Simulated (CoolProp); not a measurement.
Saturation properties of propylene.

The numbers come from the reference Helmholtz-energy equation of state, Lemmon 2013 in CoolProp.

| T (°C) | p (MPa) | liquid density (kg/m³) | enthalpy of vaporisation (kJ/kg) | liquid cp (kJ/(kg K)) | vapour Z | liquid conductivity (mW/(m K)) |
|---|---|---|---|---|---|---|
| -85.45 | 0.01212 | 655.0 | 478.0 | 2.089 | 0.9924 | 161 |
| -73.95 | 0.02550 | 641.7 | 466.6 | 2.112 | 0.9867 | 156 |
| -62.45 | 0.04889 | 628.1 | 454.8 | 2.141 | 0.9786 | ___ |
| -50.85 | 0.08727 | 614.0 | ___ | 2.178 | 0.9676 | 147 |
| -39.35 | 0.1454 | ___ | 429.5 | 2.222 | 0.9535 | 142 |
| -27.85 | 0.2297 | 584.9 | 415.7 | 2.274 | 0.9360 | 137 |
| -16.25 | 0.3480 | 569.3 | 400.8 | 2.335 | 0.9146 | 131 |
| -4.75 | 0.5055 | 553.1 | 384.7 | 2.407 | 0.8895 | 126 |
| 6.75 | 0.7108 | ___ | 367.0 | 2.493 | 0.8601 | 120 |
| 18.35 | 0.9744 | 517.5 | 347.3 | 2.597 | 0.8257 | 115 |
| 29.85 | 1.300 | 497.7 | 325.3 | 2.729 | 0.7866 | 109 |
| 41.45 | ___ | 475.7 | 300.0 | 2.907 | 0.7409 | ___ |
| 52.95 | 2.186 | 451.0 | 270.6 | 3.166 | ___ | 96.5 |
| 64.45 | 2.764 | 421.7 | ___ | 3.610 | 0.6253 | 90.1 |

Question: Fill in the missing entries.

Answer: 
- -62.45, liquid conductivity (mW/(m K)): 152
- -50.85, enthalpy of vaporisation (kJ/kg): 442.4
- -39.35, liquid density (kg/m³): 599.7
- 6.75, liquid density (kg/m³): 536.0
- 41.45, p (MPa): 1.703
- 41.45, liquid conductivity (mW/(m K)): 103
- 52.95, vapour Z: 0.6883
- 64.45, enthalpy of vaporisation (kJ/kg): 234.9

It boils at -47.6 °C under 1 atm.

Thermal conductivity comes from a separate model (Huber 2003), an estimate that may be off by 10 % or more.
